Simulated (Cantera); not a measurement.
A perfectly stirred reactor is fed with C2H6 : O2 : N2 : H2O = 1 : 4.67 : 17.5 : 0.85 (molar parts), equivalence ratio 0.75, at 375 Torr; it is adiabatic with a 600 K inlet, and is followed from long to short residence time, starting on the burning branch (τ in s: 0.28, 0.12, 0.056, 0.025, 0.011, 0.0051, 0.0023, 0.001, 0.00047, 0.00021, 9.6e-05, 4.3e-05, 1.9e-05).

Computed with Cantera and GRI-Mech 3.0 (53 species, 325 reactions).

x: mole fraction; the columns are a selection and need not sum to one.

| τ (s) | T (K) | x C2H6 | x O2 | x H2O | x CH3 | x CH2CO |
|---|---|---|---|---|---|---|
| 0.28 | 2100 | 1.79e-7 | 0.0474 | 0.154 | 4.58e-7 | 1.64e-7 |
| 0.12 | 2092 | 3.91e-7 | 0.0478 | 0.153 | 8.51e-7 | 3.77e-7 |
| 0.056 | 2078 | 7.65e-7 | 0.0482 | 0.152 | 1.38e-6 | 7.72e-7 |
| 0.025 | 2054 | [?] | 0.0489 | 0.151 | [?] | [?] |
| 0.011 | 2020 | 2.98e-6 | 0.0499 | 0.149 | 3.88e-6 | 2.91e-6 |
| 0.0051 | 1980 | 5.60e-6 | 0.0511 | 0.146 | 6.85e-6 | 4.93e-6 |
| 0.0023 | 1931 | 1.09e-5 | 0.0527 | 0.143 | 1.29e-5 | 8.20e-6 |
| 0.0010 | 1873 | 2.30e-5 | 0.0549 | 0.140 | 2.62e-5 | 1.40e-5 |
| 0.00047 | 1817 | 4.83e-5 | 0.0577 | 0.138 | 5.28e-5 | 2.39e-5 |
| 0.00021 | 1747 | 0.000126 | 0.0633 | 0.136 | 0.000129 | 5.03e-5 |
| 9.6e-5 | 600 | 0.0416 | 0.194 | 0.0354 | <1e-12 | <1e-12 |
| 4.3e-5 | 600 | 0.0416 | 0.194 | 0.0354 | <1e-12 | <1e-12 |
| 1.9e-5 | 600 | 0.0416 | 0.194 | 0.0354 | <1e-12 | <1e-12 |

Question: Some entries are withheld; supply them.

Answer: 
- 0.025, x C2H6: 1.51e-6
- 0.025, x CH3: 2.25e-6
- 0.025, x CH2CO: 1.55e-6
